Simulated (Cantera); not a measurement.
A Cantera script and its output.

```python
import numpy as np
import cantera as ct

gas = ct.Solution("gri30.yaml")


def delay(T, t_max=10):
    gas.TPX = T, 101325, {'CH4': 1, 'H2': 0.44, 'O2': 1.17, 'N2': 4.39, 'H2O': 0.86}
    reactor = ct.IdealGasReactor(gas, clone=False)
    net = ct.ReactorNet([reactor])
    net.rtol, net.atol = 1e-8, 1e-16
    while net.time < t_max:
        t_old, T_old = net.time, reactor.T
        net.step()
        if reactor.T > T + 400:  # ignition: a rise of 400 K
            return t_old + (T + 400 - T_old) / (reactor.T - T_old) * (net.time - t_old)
    return np.nan


taus = []
for T in [1425, 1500, 1575, 1650, 1725]:
    taus.append(delay(T))
    print(f"T0 = {T:6g} K   tau = {taus[-1]:.4e} s")

# d ln(tau) / d ln(k), from doubling and halving each rate constant
T, sens = 1575, []
for i in range(gas.n_reactions):
    gas.set_multiplier(2.0, i)
    up = delay(T)
    gas.set_multiplier(0.5, i)
    down = delay(T)
    gas.set_multiplier(1.0, i)
    sens.append((np.log(up / down) / np.log(4.0), gas.reaction(i).equation))
sens.sort(key=lambda x: -abs(x[0]))
print(f"sensitivities at {T} K")
for s, eq in sens[:10]:
    print(f"{s:8.3f}  {eq}")
```

It prints:

```
T0 =   1425 K   tau = 7.4838e-04 s
T0 =   1500 K   tau = 4.2388e-04 s
T0 =   1575 K   tau = 2.5026e-04 s
T0 =   1650 K   tau = 1.5426e-04 s
T0 =   1725 K   tau = 9.8930e-05 s
sensitivities at 1575 K
  -0.906  H + O2 <=> O + OH
   0.266  2 CH3 (+M) <=> C2H6 (+M)
   0.182  CH4 + H <=> CH3 + H2
  -0.152  CH3 + O2 <=> CH3O + O
   0.149  CH4 + OH <=> CH3 + H2O
  -0.115  H2 + OH <=> H + H2O
  -0.092  2 CH3 <=> C2H5 + H
  -0.070  CH3 + O2 <=> CH2O + OH
  -0.068  CH3 + HO2 <=> CH3O + OH
  -0.051  HCO + O2 <=> CO + HO2
```

Cantera simulation using GRI-Mech 3.0 (53 species, 325 reactions); the numbers are that mechanism's predictions, not measurements.
